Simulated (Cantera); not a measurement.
## Equilibrium for silicon epitaxy and polysilicon growth: SiH4 + H2

Input: 1 mol SiH4, 420 mol H2, held at 1330 Pa.

Method: chemical equilibrium by Gibbs-energy minimisation in Cantera with the NASA 1993 tables (ideal gas, pure condensed phases). Candidate condensed phases: Si; 9 gas species. Gases not in the tables: Si2H6 and higher silanes. Rates play no part.

```csv
T (°C),x H2,x H,x Si,x SiH2,x SiH,n Si(s),n Si(l)
577,1.00,1.77e-10,<1e-12,<1e-12,<1e-12,1.000,0
652,1.00,2.26e-9,<1e-12,8.89e-12,<1e-12,1.000,0
727,1.00,1.97e-8,<1e-12,9.37e-11,<1e-12,1.000,0
802,1.00,1.27e-7,<1e-12,7.12e-10,2.41e-12,1.000,0
877,1.000,6.46e-7,1.49e-11,4.15e-9,3.59e-11,1.000,0
952,1.000,2.70e-6,2.59e-10,1.95e-8,3.84e-10,1.000,0
1027,1.000,9.58e-6,3.25e-9,7.65e-8,3.11e-9,1.000,0
1102,1.000,2.97e-5,3.08e-8,2.58e-7,2.00e-8,1.000,0
1177,1.000,8.19e-5,2.31e-7,7.69e-7,1.06e-7,1.000,0
1252,1.000,0.000205,1.42e-6,2.06e-6,4.74e-7,0.998,0
1327,1.000,0.000471,7.31e-6,5.00e-6,1.84e-6,0.994,0
1402,0.999,0.00101,3.26e-5,1.12e-5,6.31e-6,0.979,0
1477,0.998,0.00201,0.000113,2.08e-5,1.72e-5,0,0.936
```
x: gas mole fraction; n: condensed amount in mol.

From 577 °C to 1402 °C the condensed part is Si(s). At 1477 °C the condensed part is Si(l).
